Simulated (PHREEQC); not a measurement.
Dissolve 0.024 mol/kgw H3PO4 at 54 °C. Closed to the air; pH follows from the charge balance.

The numbers come from PHREEQC with the ion-association model, phreeqc.dat.

No solid was allowed to form.

Estimate the pH.

pH 2.07.

In which forms is P present?

H3PO4 61 %, H2PO4- 39 % of the P.

Constants without temperature data keep their 25 °C values here.
